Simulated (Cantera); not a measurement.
Feed: 1 mol Si, 10 mol HCl, 55 mol N₂, held at 752 °C and 7.80 Pa.

Method: chemical equilibrium by Gibbs-energy minimisation in Cantera with the NASA 1993 tables (ideal gas, pure condensed phases). Candidate condensed phases: NH₄Cl, Si, Si₃N₄; 28 gas species. N₂ is the only nitrogen source here; it is nearly inert below about 1500 K, so the nitride shown seldom forms there in practice. The tables' values for SiCl₃ are old estimates; treat these amounts as uncertain. Rates play no part.

Base state: N₂ 0.853, HCl 0.120, H₂ 0.0177, SiCl₄ 0.00864, SiCl₃ 0.000221, SiCl₂ 0.000119, SiHCl₃ 1.09e-5 (mole fractions); condensed: Si₃N₄(s).

Question: What changes in the equilibrium state with this change: temperature from 752 °C to 1102 °C?

Answer: 
| species | before | after |
|---|---|---|
| N₂ | 0.853 | 0.846 |
| HCl | 0.120 | 0.122 |
| H₂ | 0.0177 | 0.0161 |
| SiCl₂ | 0.000119 | 0.0145 |
| SiCl₄ | 0.00864 | 0.000173 |
| Cl | 4.11e-7 | 0.000309 |
| H | 6.57e-8 | 4.92e-5 |
| SiHCl₃ | 1.09e-5 | 1.46e-6 |
| SiCl₃ | 0.000221 | 0.000738 |
| Si₃N₄(s), mol | 0.141 | 0 |

Question: What changes in the equilibrium state with this change: temperature from 752 °C to 525 °C?

Answer: 
```
species          before    after
-------------  --------  -------
N₂                0.853    0.855
HCl               0.120    0.110
H₂               0.0177   0.0229
SiCl₄           0.00864   0.0115
SiCl₂          0.000119  1.08e-8
SiCl₃          0.000221  1.04e-6
Si₃N₄(s), mol     0.141   0.0887
```

Question: What changes in the equilibrium state with this change: pressure from 7.80 Pa to 90.0 mbar?

Answer: 
| species | before | after |
|---|---|---|
| N₂ | 0.853 | 0.858 |
| HCl | 0.120 | 0.0978 |
| H₂ | 0.0177 | 0.0292 |
| SiCl₄ | 0.00864 | 0.0146 |
| SiCl₂ | 0.000119 | 4.31e-7 |
| SiCl₃ | 0.000221 | 1.73e-5 |
| SiHCl₃ | 1.09e-5 | 3.73e-5 |
| Si₃N₄(s), mol | 0.141 | 0.0215 |
